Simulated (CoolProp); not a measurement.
The fluid at 405.79 K and 0.303 MPa (gas) is heated at constant pressure to 465.4 K. The same conditions are run with several fluids, on thermodynamics alone (safety and materials aside).

Model: reference Helmholtz-energy equation of state of each fluid (ethanol: Schroeder 2014; R124: de Vries 1995; R1336mzz(Z): McLinden 2020), in CoolProp.

| fluid | heat (kJ/kg) | final density (kg/m³) |
|---|---|---|
| ethanol | 120 | 3.70 |
| R124 | 54.7 | 10.9 |
| R1336mzz(Z) | 63.9 | 13.3 |
